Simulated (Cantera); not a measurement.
Input (Python, Cantera) and output of one run.

```python
import numpy as np
import cantera as ct

gas_names = [...]  # 148 gases of nasa_gas.yaml made of Al, C, H, N, O
cond_names = """
    AL(cr) AL(L) ALN(s) AL2O3(a) AL2O3(L) C(gr) C6H6(L) C7H8(L) C8H18(L),n-octa H2O(s) H2O(L)
""".split()


# ... load() reads the species with a 1 bar reference pressure and builds the phases ...
atoms = {
    'Al(CH3)3': {'AL': 1, 'C': 3, 'H': 9},
    'O2': {'O': 2},
    'N2': {'N': 2},
}
top_T = {'ALN(s)': 2750, 'C(gr)': 4500}  # K; cautious upper limits of use, not melting points


# ... equilibrate(T, P, feed) seeds the gas with the atoms and calls Mixture.equilibrate('TP', solver="vcs", rtol=1e-11, max_steps=5000) ...
results = []
feed = {'Al(CH3)3': 1, 'O2': 0.72, 'N2': 21}  # mol
P = 100000  # Pa
for T in [1550, 1600, 1650, 1700, 1750, 1800, 1850, 1900]:
    mix = equilibrate(T, P, feed)
    results.append((T, P, feed, dict(zip(mix.species_names, mix.species_moles))))
    x = sorted(zip(gas.X, gas.species_names), reverse=True)
    print(f"T = {T:g} K  P = {P:g} Pa  gas = {mix.phase_moles(0):.4g} mol")
    print("   x: " + "  ".join(f"{s} {v:.3e}" for v, s in x if v > 0.001))
    print("   condensed (mol): " + ("  ".join(f"{mix.phase(i).name} {mix.phase_moles(i):.4g}"
          for i in range(1, mix.n_phases) if mix.phase_moles(i) > 1e-12) or "none"))
```

Output:

```
T = 1550 K  P = 100000 Pa  gas = 25.89 mol
   x: N2 8.020e-01  H2 1.734e-01  CO 2.398e-02
   condensed (mol): ALN(s) 0.454  AL2O3(a) 0.273  C(gr) 2.363
T = 1600 K  P = 100000 Pa  gas = 26.2 mol
   x: N2 7.866e-01  H2 1.712e-01  CO 4.134e-02
   condensed (mol): ALN(s) 0.7622  AL2O3(a) 0.1189  C(gr) 1.895
T = 1650 K  P = 100000 Pa  gas = 26.44 mol
   x: N2 7.748e-01  H2 1.696e-01  CO 5.446e-02  HCN 1.001e-03
   condensed (mol): ALN(s) 1  C(gr) 1.532
T = 1700 K  P = 100000 Pa  gas = 26.44 mol
   x: N2 7.747e-01  H2 1.694e-01  CO 5.446e-02  HCN 1.327e-03
   condensed (mol): ALN(s) 1  C(gr) 1.522
T = 1750 K  P = 100000 Pa  gas = 26.44 mol
   x: N2 7.744e-01  H2 1.692e-01  CO 5.446e-02  HCN 1.729e-03
   condensed (mol): ALN(s) 1  C(gr) 1.511
T = 1800 K  P = 100000 Pa  gas = 26.44 mol
   x: N2 7.742e-01  H2 1.689e-01  CO 5.446e-02  HCN 2.220e-03
   condensed (mol): ALN(s) 1  C(gr) 1.497
T = 1850 K  P = 100000 Pa  gas = 26.44 mol
   x: N2 7.738e-01  H2 1.685e-01  CO 5.446e-02  HCN 2.810e-03
   condensed (mol): ALN(s) 1  C(gr) 1.48
T = 1900 K  P = 100000 Pa  gas = 26.44 mol
   x: N2 7.734e-01  H2 1.681e-01  CO 5.445e-02  HCN 3.512e-03
   condensed (mol): ALN(s) 0.9999  C(gr) 1.459
```

Cantera equilibrium calculation (NASA polynomials, part measured and part estimated; ideal gas, pure solids and liquids). The feed counts by its element totals alone. Mutual solubility and eutectic melting of coexisting phases are not modelled. Condensed phases not in the tables: aluminium oxynitride.
